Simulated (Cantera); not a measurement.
Charge: 1 mol C, 0.32 mol CO₂, held at 13.3 mbar.

Cantera equilibrium calculation (NASA polynomials, part measured and part estimated; ideal gas, pure solids and liquids). Candidate condensed phases: C; 12 gas species. The numbers say what is thermodynamically allowed, not how fast it happens. All values below are at 1623 K.

Base state: CO 1.000 (mole fractions); condensed: C(graphite).

Problem. What changes in the equilibrium state with this change: 1.5 mol O₂ added?

Solution. 
| species | before | after |
|---|---|---|
| CO₂ | 3.26e-6 | 0.725 |
| O₂ | <1e-9 | 0.275 |
| CO | 1.000 | 0.000322 |
| O | <1e-9 | 8.63e-5 |
| C(graphite), mol | 0.680 | 0 |
